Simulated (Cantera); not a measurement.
Cantera run, input and output.

```python
import numpy as np
import cantera as ct

gas = ct.Solution("gri30.yaml")
gas.TPX = 1275, 100000, {'H2': 1.8, 'O2': 1, 'N2': 11}
reactor = ct.IdealGasConstPressureReactor(gas, energy="off", clone=False)
net = ct.ReactorNet([reactor])
net.rtol, net.atol = 1e-08, 1e-18
show = ['H2', 'O2', 'OH', 'NO', 'O']
times = np.geomspace(0.0001, 20, 15)

steps = ct.SolutionArray(gas, extra=["t"])
rows = []
print(f"{'t/s':>10s}{'T/K':>9s}{'P/Pa':>11s}" + "".join(f"{s:>11s}" for s in show))
for t in times:
    while net.time < t:
        t_next = net.step()
        steps.append(gas.state, t=t_next)
    rows.append([np.interp(t, steps.t, y) for y in (steps.T, steps.P, *steps(*show).X.T)])
    print(f"{t:10.3e}{rows[-1][0]:9.1f}{rows[-1][1]:11.4g}" + "".join(f"{x:11.3e}" for x in rows[-1][2:]))
rate = np.gradient(steps.T, steps.t)
print("integrator steps:", len(steps.t))
if steps.T.max() > steps.T[0] + 200:
    print(f"time of steepest temperature rise: {steps.t[rate.argmax()]:.4e} s")
gas.TPX = 1275, 100000, {'H2': 1.8, 'O2': 1, 'N2': 11}
gas.equilibrate("TP")
print(f"equilibrium (TP): T = {gas.T:.1f} K  " + "  ".join(f"{s} {gas[s].X[0]:.3e}" for s in show))
```

Output:

```
       t/s      T/K       P/Pa         H2         O2         OH         NO          O
 1.000e-04   1275.0      1e+05  1.673e-02  1.932e-02  2.670e-03  7.942e-06  4.514e-03
 2.391e-04   1275.0      1e+05  6.134e-03  1.099e-02  1.187e-03  1.229e-05  8.500e-04
 5.719e-04   1275.0      1e+05  1.910e-03  8.585e-03  5.383e-04  1.265e-05  1.856e-04
 1.368e-03   1275.0      1e+05  4.820e-04  7.916e-03  2.393e-04  1.267e-05  3.829e-05
 3.270e-03   1275.0      1e+05  1.030e-04  7.766e-03  1.078e-04  1.264e-05  7.535e-06
 7.820e-03   1275.0      1e+05  2.031e-05  7.742e-03  5.144e-05  1.260e-05  1.631e-06
 1.870e-02   1275.0      1e+05  4.318e-06  7.741e-03  2.650e-05  1.260e-05  4.224e-07
 4.472e-02   1275.0      1e+05  1.154e-06  7.742e-03  1.489e-05  1.264e-05  1.326e-07
 1.069e-01   1275.0      1e+05  3.957e-07  7.743e-03  9.054e-06  1.266e-05  4.909e-08
 2.557e-01   1275.0      1e+05  1.714e-07  7.744e-03  5.968e-06  1.268e-05  2.136e-08
 6.116e-01   1275.0      1e+05  1.034e-07  7.744e-03  4.500e-06  1.268e-05  1.216e-08
 1.462e+00   1275.0      1e+05  8.920e-08  7.745e-03  4.092e-06  1.268e-05  1.006e-08
 3.497e+00   1275.0      1e+05  8.813e-08  7.745e-03  4.058e-06  1.268e-05  9.894e-09
 8.363e+00   1275.0      1e+05  8.811e-08  7.745e-03  4.057e-06  1.268e-05  9.891e-09
 2.000e+01   1275.0      1e+05  8.811e-08  7.745e-03  4.057e-06  1.268e-05  9.891e-09
integrator steps: 1938
equilibrium (TP): T = 1275.0 K  H2 8.827e-08  O2 7.717e-03  OH 4.054e-06  NO 6.723e-05  O 9.874e-09
```

Computed with Cantera and GRI-Mech 3.0 (53 species, 325 reactions). The temperature is held fixed by assumption; the heat of reaction is taken as removed at once.
